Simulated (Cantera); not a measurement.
An adiabatic, constant-volume homogeneous reactor starts with 5.27 % CH4, 19.9 % O2, 74.9 % N2, equivalence ratio 0.53, at 1775 K and 5.00 bar.

Computed with Cantera and GRI-Mech 3.0 (53 species, 325 reactions).

Question: Predict: time of steepest temperature rise; temperature at 0.700 s; equilibrium temperature; x(O2) at 0.700 s; x(HCO) at 0.700 s; x(H2) at 0.700 s; x(N2O) at 0.700 s; x(OH) at 0.700 s.

Answer: 
* **time of steepest temperature rise**: 29.6 µs
* **temperature at 0.700 s**: 2824 K
* **equilibrium temperature**: 2824 K
* **x(O2) at 0.700 s**: 0.0800 (gas-phase equilibrium 0.0800)
* **x(HCO) at 0.700 s**: 1.12e-8 (gas-phase equilibrium 1.12e-8)
* **x(H2) at 0.700 s**: 0.00277 (gas-phase equilibrium 0.00277)
* **x(N2O) at 0.700 s**: 3.46e-6 (gas-phase equilibrium 3.46e-6)
* **x(OH) at 0.700 s**: 0.0159 (gas-phase equilibrium 0.0159)
